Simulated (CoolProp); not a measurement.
Octamethyltrisiloxane (MDM) along the isotherm 575 K: density (kg/m³) from the reference equation and from simpler models built on Tc = 565.4 K, pc = 1.438 MPa, ω = 0.528; each cubic takes its own stable root.

Computed with CoolProp (reference Helmholtz-energy equation of state, Thol 2017).

| p (MPa) | phase | reference | ideal gas | Peng-Robinson |
|---|---|---|---|---|
| 0.299 | gas | 15.88 | 14.79 | 16.03 |
| 0.599 | gas | 34.73 | 29.64 | 35.32 |
| 0.898 | gas | 58.33 | 44.43 | 59.63 |
| 1.2 | gas | 92.11 | 59.37 | 94.01 |
| 1.5 | supercritical | 158.9 | 74.21 | 157.9 |
| 1.8 | supercritical | 355.1 | 89.06 | 314.1 |
| 2.1 | supercritical | 403.7 | 103.9 | 367.9 |
| 2.4 | supercritical | 427.5 | 118.7 | 398.5 |
| 2.7 | supercritical | 443.9 | 133.6 | 420.7 |
| 2.99 | supercritical | 456.1 | 147.9 | 437.9 |
| 3.29 | supercritical | 466.4 | 162.8 | 452.8 |
| 3.59 | supercritical | 475.2 | 177.6 | 465.6 |
